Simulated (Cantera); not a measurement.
Feed: 1 mol borazine, 13 mol H2O, equilibrated at 0.520 bar.

Method: chemical equilibrium by Gibbs-energy minimisation in Cantera with the NASA 1993 tables (ideal gas, pure condensed phases). Candidate condensed phases: B, BN, B2O3, B3O3H3, H2O; 39 gas species. The feed counts by its element totals alone. Gases not in the tables: H3BO3. Rates play no part.

log p: log10 of the partial pressure in bar; n: condensed amount in mol.

```
T (K)  log p H2O  log p H2  log p HBO2  log p N2  log p H  log p (HBO2)3  n B2O3(l)
-----  ---------  --------  ----------  --------  -------  -------------  ---------
823        -0.62     -0.65       -6.87     -1.35   -11.46          -2.03       1.03
973        -0.61     -0.65           …     -1.35        …              …       1.30
1123       -0.60     -0.65           …     -1.35        …              …       1.40
1273       -0.60     -0.65       -2.96     -1.35    -6.47          -2.95       1.42
1423       -0.61     -0.65       -2.23     -1.35    -5.50          -3.16       1.37
1573       -0.63     -0.66       -1.66     -1.36    -4.72          -3.35       1.10
1723       -0.68     -0.68       -1.22     -1.38    -4.08          -3.58      0.360
1873       -0.71     -0.69       -1.12     -1.39    -3.53          -4.57          0
2023       -0.71     -0.69       -1.12     -1.39    -3.07          -5.68          0
2173       -0.71     -0.69       -1.13     -1.39    -2.66          -6.64          0
2323       -0.71     -0.70       -1.15     -1.39    -2.31          -7.48          0
2473       -0.71     -0.70       -1.16     -1.39    -2.00          -8.23          0
```

Problem. Complete the blanks.

Solution. 
- 973, log p HBO2: -5.14
- 973, log p H: -9.29
- 973, log p (HBO2)3: -2.40
- 1123, log p HBO2: -3.89
- 1123, log p H: -7.70
- 1123, log p (HBO2)3: -2.70
